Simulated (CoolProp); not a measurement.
Properties of n-hexane along the isobar 1.34 MPa.

Computed with CoolProp (reference Helmholtz-energy equation of state, Thol 2019).

```csv
T (K),phase,density (kg/m³),cv (kJ/(kg K)),conductivity (mW/(m K))
354.2,liquid,603.1,1.974,105
358.1,liquid,599.2,1.990,104
362,liquid,595.2,2.006,103
365.9,liquid,591.1,2.022,103
369.8,liquid,587.0,2.038,102
373.7,liquid,582.8,___,101
377.6,liquid,578.6,2.070,99.8
381.5,liquid,574.3,2.086,98.9
385.4,liquid,570.0,___,98.1
389.3,liquid,___,2.118,97.2
393.2,liquid,___,2.135,96.4
397.1,liquid,___,2.151,95.6
401,liquid,551.8,2.167,94.7
404.8,liquid,___,2.183,93.9
408.7,liquid,542.3,2.199,93.1
412.6,liquid,___,2.215,92.3
```

**Question.** Complete the blanks.

**Answer.** 
- 373.7, cv (kJ/(kg K)): 2.054
- 385.4, cv (kJ/(kg K)): 2.102
- 389.3, density (kg/m³): 565.5
- 393.2, density (kg/m³): 561.0
- 397.1, density (kg/m³): 556.5
- 404.8, density (kg/m³): 547.2
- 412.6, density (kg/m³): 537.3

Thermal conductivity comes from a separate model (Assael 2013).
